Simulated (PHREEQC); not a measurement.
Model water analysis in mg/kgw, 30 °C, pH 1.88, pe 8.8: Na 21.8; K 39.8; Ca 89.7; Mg 23.9; Cl 42.7; S(6) as SO4 1620; Mn(2) 2.36; Li 0.973; Si as SiO2 0.0612.

Valence states are taken as typed.

Model: ion-association model, wateq4f.dat, run in PHREEQC.

Task: The ionic strength comes out as 0.0340 mol/kgw. What activity coefficients do H+, LiSO4-, Mn+2, NaSO4-, CaHSO4+ get?

Result: H+ 0.87, LiSO4- 0.85, Mn+2 0.53, NaSO4- 0.85, CaHSO4+ 0.84.

Precipitation was switched off in this run.
